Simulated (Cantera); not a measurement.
An adiabatic, constant-pressure homogeneous reactor starts with CO : H2 : CH4 : O2 : N2 : H2O = 1 : 1 : 0.32 : 3.9 : 12.9 : 1.4 (molar parts), equivalence ratio 0.42, at 1648 K and 15.0 bar. Integrator tolerance rtol = 1e-08.

Detailed kinetics in Cantera: GRI-Mech 3.0 (53 species, 325 reactions). The pressure lies above the range GRI-Mech 3.0 was tuned for (to about 10 atm).

Question: What does this change do: pressure from 15.0 bar to 2.50 bar?

Answer: 
| quantity | before | after |
|---|---|---|
| time of steepest temperature rise | 2.35 µs | 8.33 µs |
| temperature at 2.00 s | 2542 K | 2500 K |
| equilibrium temperature | 2542 K | 2500 K |
| x(CO) at 2.00 s | 0.00237 (gas-phase equilibrium 0.00237) | 0.00449 (gas-phase equilibrium 0.00449) |
| x(H2) at 2.00 s | 0.000868 (gas-phase equilibrium 0.000868) | 0.00170 (gas-phase equilibrium 0.00170) |
| x(CH4) at 2.00 s | <1e-12 (gas-phase equilibrium <1e-12) | <1e-12 (gas-phase equilibrium <1e-12) |
| x(CH2O) at 2.00 s | 1.24e-11 (gas-phase equilibrium 1.24e-11) | 7.63e-12 (gas-phase equilibrium 7.63e-12) |
| x(HCO) at 2.00 s | 1.10e-9 (gas-phase equilibrium 1.10e-9) | 1.05e-9 (gas-phase equilibrium 1.05e-9) |
| x(CH3) at 2.00 s | <1e-12 (gas-phase equilibrium <1e-12) | <1e-12 (gas-phase equilibrium <1e-12) |
| x(C2H6) at 2.00 s | <1e-12 (gas-phase equilibrium <1e-12) | <1e-12 (gas-phase equilibrium <1e-12) |

Question: What does this change do: pressure from 15.0 bar to 5.00 bar?

Answer: 
```csv
quantity,before,after
time of steepest temperature rise,2.35 µs,4.67 µs
temperature at 2.00 s,2542 K,2518 K
equilibrium temperature,2542 K,2518 K
x(CO) at 2.00 s,0.00237 (gas-phase equilibrium 0.00237),0.00356 (gas-phase equilibrium 0.00356)
x(H2) at 2.00 s,0.000868 (gas-phase equilibrium 0.000868),0.00133 (gas-phase equilibrium 0.00133)
x(CH4) at 2.00 s,<1e-12 (gas-phase equilibrium <1e-12),<1e-12 (gas-phase equilibrium <1e-12)
x(CH2O) at 2.00 s,1.24e-11 (gas-phase equilibrium 1.24e-11),9.45e-12 (gas-phase equilibrium 9.45e-12)
x(HCO) at 2.00 s,1.10e-9 (gas-phase equilibrium 1.10e-9),1.10e-9 (gas-phase equilibrium 1.10e-9)
x(CH3) at 2.00 s,<1e-12 (gas-phase equilibrium <1e-12),<1e-12 (gas-phase equilibrium <1e-12)
x(C2H6) at 2.00 s,<1e-12 (gas-phase equilibrium <1e-12),<1e-12 (gas-phase equilibrium <1e-12)
```
